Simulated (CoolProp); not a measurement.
Dimethyl ether along the isobar 20.1 MPa: Z from the reference equation and from simpler models built on Tc = 127.2 °C, pc = 5.337 MPa, ω = 0.196; each cubic takes its own stable root.

Computed with CoolProp (reference Helmholtz-energy equation of state, Wu 2011).

| T (°C) | phase | reference |
|---|---|---|
| 98.55 | liquid | 0.5067 |
| 112.65 | liquid | 0.5071 |
| 126.75 | liquid | 0.5100 |
| 140.95 | supercritical | 0.5156 |
| 155.05 | supercritical | 0.5243 |
| 169.15 | supercritical | 0.5365 |
| 183.25 | supercritical | 0.5525 |
| 197.45 | supercritical | 0.5726 |
| 211.55 | supercritical | 0.5965 |
| 225.65 | supercritical | 0.6234 |

**Question.** How far does each simpler model (van der Waals, Soave-Redlich-Kwong) lie from the reference over these 10 states: mean and median of the absolute difference, and the worst?

**Answer.** 
- van der Waals: mean 30.7 %, median 32.1 %, worst +44.6 % at 98.55 °C and 20.1 MPa
- Soave-Redlich-Kwong: mean 11.9 %, median 12.3 %, worst +13.4 % at 197.45 °C and 20.1 MPa
